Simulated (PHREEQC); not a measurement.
A solution holds 0.0031 mol NH3 and 7.9e-06 mol H4SiO4 per kg of water, at 25 °C. Closed to the air; pH follows from the charge balance.

Model: ion-association model, phreeqc.dat, run in PHREEQC.

| Property | Result |
|---|---|
| pH | 10.34 |
| ionic strength | 0.000233 mol/kgw |
| total alkalinity | 3.10 meq/kg |

```tsv
species	molality	activity	log γ
NH3	0.00287	0.00287	0.000
NH4+	0.000233	0.000229	-0.008
OH-	0.000227	0.000223	-0.008
H3SiO4-	6.06e-6	5.95e-6	-0.008
H4SiO4	1.83e-6	1.83e-6	0.000
H2SiO4-2	9.55e-9	8.91e-9	-0.030
```

No solid was allowed to form.
